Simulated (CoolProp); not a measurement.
Vapour-liquid equilibrium of dimethyl ether (1) + n-perfluorobutane (2) at 313.7 K; x and y are mole fractions of (1).

Values from CoolProp's multi-fluid Helmholtz-energy mixture model, Wu 2011 and Gao 2022; pair parameters Bell 2016.

| x | bubble pressure, mixture model (kPa) | bubble pressure, Raoult's law (kPa) | y, mixture model | y, Raoult's law |
|---|---|---|---|---|
| 0.05 | 531.2 | 451.5 | 0.205 | 0.100 |
| 0.15 | 722.1 | 499.0 | ___ | 0.271 |
| 0.25 | ___ | 546.5 | 0.560 | 0.413 |
| 0.35 | 967.4 | 593.9 | 0.627 | 0.532 |
| 0.45 | 1024 | 641.4 | ___ | 0.633 |
| 0.55 | 1054 | 688.9 | 0.693 | 0.721 |
| 0.65 | 1068 | 736.4 | 0.714 | 0.797 |
| 0.75 | 1072 | 783.8 | 0.739 | 0.864 |
| 0.85 | 1058 | 831.3 | 0.783 | 0.923 |
| 0.95 | 986.8 | 878.8 | 0.888 | 0.976 |

Q: Some entries are withheld; supply them.

A: 
- 0.15, y, mixture model: 0.440
- 0.25, bubble pressure, mixture model (kPa): 869.8
- 0.45, y, mixture model: 0.667

The largest gap from Raoult's law is +62.9 % in bubble pressure, at x = 0.35. y crosses x between x = 0.65 and 0.75: the model has an azeotrope there.

The pair parameters rest on a limited set of measurements; away from them the model extrapolates. With so large a gap from Raoult's law the liquid may split in two, which this calculation doesn't test in full.
